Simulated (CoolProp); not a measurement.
Properties of R22 along the isobar 101 kPa.

The numbers come from the reference Helmholtz-energy equation of state, Kamei 1995 in CoolProp.

```
T (°C)   phase  isothermal compressibility (1/MPa)  fugacity coefficient
------  ------  ----------------------------------  --------------------
-60.65  liquid                            0.001253                0.3524
-42.95  liquid                            0.001584                0.8776
-25.25     gas                               10.20                0.9727
-7.55      gas                               10.13                0.9786
10.15      gas                               10.08                0.9829
27.85      gas                               10.04                0.9861
45.65      gas                               10.02                0.9885
63.35      gas                               9.998                0.9905
81.05      gas                               9.982                0.9920
98.75      gas                               9.969                0.9932
116.45     gas                               9.959                0.9942
134.15     gas                               9.951                0.9951
151.85     gas                               9.944                0.9957
169.55     gas                               9.938                0.9963
187.25     gas                               9.933                0.9968
```
